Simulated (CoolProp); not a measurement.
Properties of ethanol along the isotherm 346.85 °C.

The numbers come from the reference Helmholtz-energy equation of state, Schroeder 2014 in CoolProp.

```tsv
p (MPa)	phase	density (kg/m³)	cp (kJ/(kg K))	cv (kJ/(kg K))	Joule-Thomson coefficient (K/MPa)
6.27	supercritical	(withheld)	2.951	2.487	4.538
12.5	supercritical	(withheld)	4.104	2.819	4.462
18.8	supercritical	289.0	4.767	3.002	2.446
25.1	supercritical	(withheld)	4.536	3.009	1.225
31.3	supercritical	422.2	4.379	2.997	(withheld)
37.6	supercritical	458.2	4.255	2.987	0.4942
43.9	supercritical	485.5	4.157	2.980	0.3341
50.1	supercritical	507.1	4.082	2.976	0.2283
56.4	supercritical	525.4	4.022	2.972	(withheld)
62.7	supercritical	541.1	3.973	2.969	0.09561
```

Q: Complete the blanks.

A: 
- 6.27, density (kg/m³): 64.65
- 12.5, density (kg/m³): 160.6
- 25.1, density (kg/m³): 371.9
- 31.3, Joule-Thomson coefficient (K/MPa): 0.7530
- 56.4, Joule-Thomson coefficient (K/MPa): 0.1521
